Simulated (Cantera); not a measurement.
An isothermal, constant-pressure homogeneous reactor starts with NO : N2 = 1 : 6.5 (molar parts), at 1898 K and 0.415 atm. Integrator tolerance rtol = 1e-08.

Cantera simulation using GRI-Mech 3.0 (53 species, 325 reactions); the numbers are that mechanism's predictions, not measurements.

**Question.** What does this change do: N2 6.5 to 39 parts?

**Answer.** 
| quantity | before | after |
|---|---|---|
| x(NO) at 3.00 s | 0.103 (gas-phase equilibrium 0.00346) | 0.0235 (gas-phase equilibrium 0.00151) |
| x(NO2) at 3.00 s | 3.82e-5 (gas-phase equilibrium 2.57e-6) | 2.22e-6 (gas-phase equilibrium 4.78e-7) |
| x(N2O) at 3.00 s | 4.64e-6 (gas-phase equilibrium 1.38e-7) | 2.63e-7 (gas-phase equilibrium 6.23e-8) |
| x(N2) at 3.00 s | 0.882 (gas-phase equilibrium 0.932) | 0.976 (gas-phase equilibrium 0.987) |
| x(O) at 3.00 s | 5.89e-5 (gas-phase equilibrium 0.000116) | 1.50e-5 (gas-phase equilibrium 4.93e-5) |
| x(O2) at 3.00 s | 0.0149 (gas-phase equilibrium 0.0649) | 0.000716 (gas-phase equilibrium 0.0117) |
